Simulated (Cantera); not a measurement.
# Adiabatic ignition

An adiabatic, constant-pressure homogeneous reactor starts with H₂ : O₂ : N₂ = 1.4 : 0.556 : 2.09 (molar parts), at 1275 K and 203 Torr.

Detailed kinetics in Cantera: GRI-Mech 3.0 (53 species, 325 reactions).

```
t (s)     T (K)    x H₂     x O₂     x NO₂       x O     x H₂O    x HO₂
--------  -----  ------  -------  --------  --------  --------  -------
2.00e-6    1275   0.346    0.137    <1e-12  4.08e-10  5.38e-10  6.74e-9
6.70e-6    1275   0.346    0.137    <1e-12   2.97e-9   1.16e-8  2.28e-8
2.24e-5    1275   0.346    0.137    <1e-12   4.70e-8   4.14e-7  8.47e-8
7.52e-5    1276   0.345    0.137    <1e-12   8.04e-5  0.000844  1.12e-5
0.000252   1948  0.0896   0.0186  3.68e-10    0.0182     0.210  2.68e-6
0.000844   2444  0.0951   0.0106   5.12e-9    0.0101     0.241  1.58e-6
0.00283    2689  0.0936  0.00632   8.50e-8   0.00559     0.262  1.89e-6
0.00948    2693  0.0947  0.00576   2.41e-7   0.00515     0.262  1.79e-6
0.0317     2692  0.0950  0.00566   2.78e-7   0.00508     0.262  1.76e-6
0.106      2692  0.0950  0.00566   2.78e-7   0.00508     0.262  1.76e-6
0.356      2692  0.0950  0.00566   2.78e-7   0.00508     0.262  1.76e-6
1.19       2692  0.0950  0.00566   2.78e-7   0.00508     0.262  1.76e-6
4.00       2692  0.0950  0.00566   2.78e-7   0.00508     0.262  1.76e-6
```
x: mole fraction; the columns are a selection and need not sum to one.

```yaml
time_of_steepest_temperature_rise: 0.115 ms
temperature at 4.00 s: 2692 K
equilibrium_temperature: 2692 K
x(H₂) at 4.00 s: 0.0950 (gas-phase equilibrium 0.0950)
x(O₂) at 4.00 s: 0.00566 (gas-phase equilibrium 0.00566)
x(NO₂) at 4.00 s: 2.78e-7 (gas-phase equilibrium 2.78e-7)
```
